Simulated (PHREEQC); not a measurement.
A solution holds 1.5 mmol/kgw ZnCl2, 0.73 mmol/kgw NaCl and 0.35 mmol/kgw MnSO4, at 25 °C. Closed to the air; pH follows from the charge balance.

Model: ion-association model, phreeqc.dat, run in PHREEQC.

Each row changes one thing in this solution. Precipitation was switched off in this run.

| case | pH | Zn+2 (mol/kgw) | ZnCl+ (mol/kgw) | MnCl+ (mol/kgw) | ZnOH+ (mol/kgw) | ZnOHCl (mol/kgw) | SI of Halite (NaCl) |
|---|---|---|---|---|---|---|---|
| as made | 5.95 | 0.00144 | 1.03e-5 | 3.68e-6 | 1.10e-6 | 1.04e-7 | -7.21 |
| ZnCl2 from 0.0015 to 0.015 mol/kgw | 5.45 | 0.0143 | 0.000551 | 1.96e-5 | 2.56e-6 | 1.57e-6 | -6.39 |
| MnSO4 replaced by Mn(NO3)2 at the same molality | 5.94 | 0.00149 | 1.07e-5 | 3.79e-6 | 1.11e-6 | 1.05e-7 | -7.21 |
| temperature from 25 to 45 °C | 5.67 | 0.00142 | 2.30e-5 | 3.60e-6 | 2.32e-6 | 5.24e-8 | -7.23 |

Complexes and solids missing from the database can't appear. At this temperature some constants are extrapolated from 25 °C, and those without enthalpy data are left unchanged.
